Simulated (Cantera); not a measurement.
# Reactions in the system Cu-N-O

Source: NASA polynomial tables (part measured, part estimated), evaluated in Cantera. Values are per mole of reaction as written; species without (g) are pure solids or liquids, kept so even where they would boil at 1 bar.

2 Cu + N₂O(g) → Cu₂O + N₂(g)

```json
[
 {"T (K)": "1998", "ΔH° (kJ)": "-206.4", "ΔS° (J/K)": "27.7", "ΔG° (kJ)": "-261.8", "log10 K": "6.84"},
 {"T (K)": "2098", "ΔH° (kJ)": "-205.5", "ΔS° (J/K)": "28.1", "ΔG° (kJ)": "-264.6", "log10 K": "6.59"},
 {"T (K)": "2198", "ΔH° (kJ)": "-204.6", "ΔS° (J/K)": "28.6", "ΔG° (kJ)": "-267.4", "log10 K": "6.35"},
 {"T (K)": "2298", "ΔH° (kJ)": "-203.8", "ΔS° (J/K)": "28.9", "ΔG° (kJ)": "-270.3", "log10 K": "6.14"},
 {"T (K)": "2398", "ΔH° (kJ)": "-202.9", "ΔS° (J/K)": "29.3", "ΔG° (kJ)": "-273.2", "log10 K": "5.95"},
 {"T (K)": "2498", "ΔH° (kJ)": "-202.0", "ΔS° (J/K)": "29.7", "ΔG° (kJ)": "-276.1", "log10 K": "5.77"},
 {"T (K)": "2598", "ΔH° (kJ)": "-201.2", "ΔS° (J/K)": "30.0", "ΔG° (kJ)": "-279.1", "log10 K": "5.61"},
 {"T (K)": "2698", "ΔH° (kJ)": "-200.4", "ΔS° (J/K)": "30.3", "ΔG° (kJ)": "-282.1", "log10 K": "5.46"},
 {"T (K)": "2798", "ΔH° (kJ)": "-199.5", "ΔS° (J/K)": "30.6", "ΔG° (kJ)": "-285.2", "log10 K": "5.32"},
 {"T (K)": "2898", "ΔH° (kJ)": "-198.7", "ΔS° (J/K)": "30.9", "ΔG° (kJ)": "-288.3", "log10 K": "5.20"}
]
```
